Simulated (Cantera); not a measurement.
# Hydrocarbon pyrolysis for carbon deposition

An isothermal, constant-pressure homogeneous reactor starts with 13.8 % CH₄, 82.5 % H₂, 3.71 % H₂O, at 1975 K and 1.40 bar.

Model: GRI-Mech 3.0 (53 species, 325 reactions), integrated in Cantera. GRI-Mech 3.0 stops at C3 and has no aromatics, soot or wall deposition, so with more carbon than oxygen in the feed, carbon stays in small species such as C2H2 where larger ones or solid carbon would form.

```
t (s)       x CH₄   x H₂    x C₂H₆    x C₂H₄    x C₂H       x H
--------  -------  -----  --------  --------  -------  --------
2.00e-5     0.134  0.825  0.000110  0.000361  1.10e-9  0.000789
5.97e-5     0.127  0.829  0.000147   0.00142  3.36e-8  0.000951
0.000178    0.111  0.839  0.000113   0.00140  1.77e-7  0.000967
0.000532   0.0806  0.857   6.07e-5  0.000915  4.61e-7   0.00100
0.00159    0.0444  0.879   1.91e-5  0.000589  8.03e-7   0.00105
0.00475    0.0196  0.895   3.91e-6  0.000522  1.03e-6   0.00109
0.0142    0.00948  0.904   1.03e-6  0.000513  1.09e-6   0.00111
0.0423    0.00687  0.911   5.88e-7  0.000474  1.00e-6   0.00111
0.126     0.00523  0.919   3.75e-7  0.000423  8.87e-7   0.00112
0.377     0.00444  0.922   2.94e-7  0.000402  8.39e-7   0.00112
1.13      0.00441  0.922   2.91e-7  0.000401  8.37e-7   0.00112
3.36      0.00441  0.922   2.91e-7  0.000401  8.37e-7   0.00112
10.0      0.00441  0.922   2.91e-7  0.000401  8.37e-7   0.00112
30.0      0.00441  0.922   2.91e-7  0.000401  8.37e-7   0.00112
```
x: mole fraction; the columns are a selection and need not sum to one.

Equilibrium at this temperature and pressure: CH₄ 0.00441, H₂ 0.922, C₂H₆ 2.91e-7, C₂H₄ 0.000401, C₂H 8.37e-7, H 0.00112 (gas phase only).
